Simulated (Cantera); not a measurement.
An adiabatic, constant-volume homogeneous reactor starts with CO : H2 : O2 : N2 = 1 : 0.26 : 0.45 : 1.69 (molar parts), at 1475 K and 1.20 bar. Integrator tolerance rtol = 1e-08.

Model: GRI-Mech 3.0 (53 species, 325 reactions), integrated in Cantera.

**Question.** What does this change do: O2 0.45 to 0.14 parts?

**Answer.** 
```csv
quantity,before,after
time of steepest temperature rise,19.6 µs,37.5 µs
temperature at 4.00 s,2954 K,2304 K
equilibrium temperature,2954 K,2304 K
x(CO) at 4.00 s,0.178 (gas-phase equilibrium 0.178),0.288 (gas-phase equilibrium 0.288)
x(H2) at 4.00 s,0.0102 (gas-phase equilibrium 0.0102),0.0437 (gas-phase equilibrium 0.0437)
x(O2) at 4.00 s,0.0231 (gas-phase equilibrium 0.0231),2.52e-6 (gas-phase equilibrium 2.52e-6)
x(H2O2) at 4.00 s,2.18e-7 (gas-phase equilibrium 2.18e-7),4.13e-10 (gas-phase equilibrium 4.13e-10)
x(HO2) at 4.00 s,7.00e-6 (gas-phase equilibrium 7.00e-6),1.28e-9 (gas-phase equilibrium 1.28e-9)
```

**Question.** What does this change do: initial temperature 1475 to 1325 K?

**Answer.** 
| quantity | before | after |
|---|---|---|
| time of steepest temperature rise | 19.6 µs | 33.1 µs |
| temperature at 4.00 s | 2954 K | 2926 K |
| equilibrium temperature | 2954 K | 2926 K |
| x(CO) at 4.00 s | 0.178 (gas-phase equilibrium 0.178) | 0.172 (gas-phase equilibrium 0.172) |
| x(H2) at 4.00 s | 0.0102 (gas-phase equilibrium 0.0102) | 0.00974 (gas-phase equilibrium 0.00974) |
| x(O2) at 4.00 s | 0.0231 (gas-phase equilibrium 0.0231) | 0.0207 (gas-phase equilibrium 0.0207) |
| x(H2O2) at 4.00 s | 2.18e-7 (gas-phase equilibrium 2.18e-7) | 2.15e-7 (gas-phase equilibrium 2.15e-7) |
| x(HO2) at 4.00 s | 7.00e-6 (gas-phase equilibrium 7.00e-6) | 6.39e-6 (gas-phase equilibrium 6.39e-6) |

**Question.** What does this change do: CO 1 to 1.9 parts?

**Answer.** 
| quantity | before | after |
|---|---|---|
| time of steepest temperature rise | 19.6 µs | 24.0 µs |
| temperature at 4.00 s | 2954 K | 2943 K |
| equilibrium temperature | 2954 K | 2943 K |
| x(CO) at 4.00 s | 0.178 (gas-phase equilibrium 0.178) | 0.331 (gas-phase equilibrium 0.331) |
| x(H2) at 4.00 s | 0.0102 (gas-phase equilibrium 0.0102) | 0.0129 (gas-phase equilibrium 0.0129) |
| x(O2) at 4.00 s | 0.0231 (gas-phase equilibrium 0.0231) | 0.00680 (gas-phase equilibrium 0.00680) |
| x(H2O2) at 4.00 s | 2.18e-7 (gas-phase equilibrium 2.18e-7) | 8.25e-8 (gas-phase equilibrium 8.25e-8) |
| x(HO2) at 4.00 s | 7.00e-6 (gas-phase equilibrium 7.00e-6) | 2.31e-6 (gas-phase equilibrium 2.31e-6) |
